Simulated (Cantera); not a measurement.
Equilibrium for hydrogen reduction and annealing atmospheres: Cu₂O + H₂ + N₂

Input: 1 mol Cu₂O, 460 mol H₂, 1.2 mol N₂, equilibrated at 2025 K and 0.330 bar.

Equilibrium computed with Cantera from the NASA thermochemical tables; the gas is ideal and each condensed phase is pure. Candidate condensed phases: Cu, CuO, Cu(OH)₂, Cu₂O, H₂O; 27 gas species. Rates play no part.

| Quantity | Value |
|---|---|
| x(H₂) | 0.988 |
| x(Cu) | 0.00430 |
| x(H) | 0.00333 |
| x(N₂) | 0.00259 |
| x(H₂O) | 0.00215 |
| x(Cu₂) | 5.06e-6 |
| gas amount | 464.0 mol |
| log10 activity of Cu(l) (absent) | -0.58 |
